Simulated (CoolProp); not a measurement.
Vapour-liquid equilibrium of fluoroethane (R161) (1) + R134a (2) at 296.3 K; x and y are mole fractions of (1).

Values from CoolProp's multi-fluid Helmholtz-energy mixture model, Wu 2012 and Tillner-Roth 1994; pair parameters Bell 2016.

```csv
x,"bubble pressure, mixture model (bar)","bubble pressure, Raoult's law (bar)","y, mixture model","y, Raoult's law"
0.05,6.377,6.419,[?],0.068
0.125,6.507,6.606,0.150,0.166
0.2,6.647,6.793,[?],0.259
0.275,6.797,6.980,0.323,0.346
0.35,6.956,7.167,[?],0.429
0.425,7.127,7.354,0.489,0.508
0.5,7.308,7.541,0.567,0.583
0.575,7.500,7.728,0.643,0.654
0.65,7.704,7.914,0.715,0.722
0.725,[?],8.101,[?],0.786
0.8,8.143,8.288,0.848,0.848
0.875,8.377,8.475,0.908,0.907
0.95,8.620,8.662,0.965,0.964
```

Problem. Fill in the missing entries.

Solution. 
- 0.05, y, mixture model: 0.060
- 0.2, y, mixture model: 0.238
- 0.35, y, mixture model: 0.407
- 0.725, bubble pressure, mixture model (bar): 7.918
- 0.725, y, mixture model: 0.783

The largest gap from Raoult's law is -3.1 % in bubble pressure, at x = 0.425. No azeotrope shows between x = 0.05 and 0.95.

The pair parameters rest on a limited set of measurements; away from them the model extrapolates.
